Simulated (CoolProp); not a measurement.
Vapour-liquid equilibrium of R143a (1) + fluoroethane (R161) (2) at 0.126 bar; x and y are mole fractions of (1).

The numbers come from the multi-fluid Helmholtz-energy mixture model, Lemmon and Jacobsen 2000 and Wu 2012; pair parameters Bell 2016 in CoolProp.

| x | bubble temperature (K) | y at the bubble point | dew temperature at overall composition x (K) | liquid density (mol/L) |
|---|---|---|---|---|
| 0.05 | 197.7 | 0.093 | (withheld) | 17.89 |
| 0.15 | 196.5 | 0.252 | 197.3 | 17.54 |
| 0.25 | 195.4 | 0.384 | 196.5 | 17.20 |
| 0.35 | (withheld) | 0.496 | 195.7 | (withheld) |
| 0.45 | 193.6 | 0.595 | 194.9 | 16.56 |
| 0.55 | 192.9 | 0.683 | 194.0 | 16.25 |
| 0.65 | 192.2 | (withheld) | 193.2 | 15.96 |
| 0.75 | 191.5 | 0.837 | 192.3 | 15.67 |
| 0.85 | (withheld) | 0.905 | 191.4 | (withheld) |
| 0.95 | 190.3 | 0.969 | 190.4 | 15.13 |

### Question
Complete the blanks.

### Answer

- 0.05, dew temperature at overall composition x (K): 198.0
- 0.35, bubble temperature (K): 194.5
- 0.35, liquid density (mol/L): 16.87
- 0.65, y at the bubble point: 0.763
- 0.85, bubble temperature (K): 190.9
- 0.85, liquid density (mol/L): 15.39

No azeotrope shows between x = 0.05 and 0.95.

Pair parameters are fitted to limited data, so mixtures are less certain than the pure fluids.
